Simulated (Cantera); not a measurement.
# Roasting and sulfation: MgO + SO3 + CO2 + H2S

Feed: 1 mol MgO, 2.4 mol SO3, 0.034 mol CO2, 0.13 mol H2S, held at 13.0 mbar.

Method: chemical equilibrium by Gibbs-energy minimisation in Cantera with the NASA 1993 tables (ideal gas, pure condensed phases). Candidate condensed phases: C, C6H6, C7H8, C8H18, H2O, H2SO4, Mg, MgCO3, MgO, Mg(OH)2, MgS, MgSO4, S; 130 gas species. Kinetics and transport are ignored.

| T (K) | log p SO2 | log p O2 | log p SO3 | log p H2O | log p CO2 | log p OH | n MgSO4(s) | n MgO(s) |
|---|---|---|---|---|---|---|---|---|
| 900 | -2.12 | -2.68 | -2.64 | -3.08 | -3.66 | -9.42 | 1.00 | 0 |
| 975 | -2.08 | -2.59 | -2.98 | -3.10 | -3.68 | -8.68 | 1.00 | 0 |
| 1050 | -2.06 | -2.55 | -3.32 | -3.11 | -3.69 | -8.06 | 1.00 | 0 |
| 1125 | -2.05 | -2.54 | -3.63 | -3.11 | -3.69 | -7.52 | 1.00 | 0 |
| 1200 | -2.06 | -2.46 | -3.87 | -3.34 | -3.92 | -7.14 | 0 | 1.00 |
| 1275 | -2.05 | -2.46 | -4.12 | -3.34 | -3.92 | -6.72 | 0 | 1.00 |
| 1350 | -2.05 | -2.45 | -4.34 | -3.34 | -3.92 | -6.35 | 0 | 1.00 |
| 1425 | -2.05 | -2.45 | -4.53 | -3.34 | -3.92 | -6.02 | 0 | 1.00 |
| 1500 | -2.05 | -2.45 | -4.71 | -3.34 | -3.92 | -5.72 | 0 | 1.00 |
| 1575 | -2.05 | -2.45 | -4.86 | -3.34 | -3.92 | -5.45 | 0 | 1.00 |
| 1650 | -2.05 | -2.45 | -5.01 | -3.34 | -3.92 | -5.21 | 0 | 1.00 |
| 1725 | -2.05 | -2.45 | -5.14 | -3.35 | -3.92 | -4.98 | 0 | 1.00 |
log p: log10 of the partial pressure in bar; n: condensed amount in mol.

From 900 K to 1125 K the condensed part is MgSO4(s). From 1200 K to 1725 K the condensed part is MgO(s).
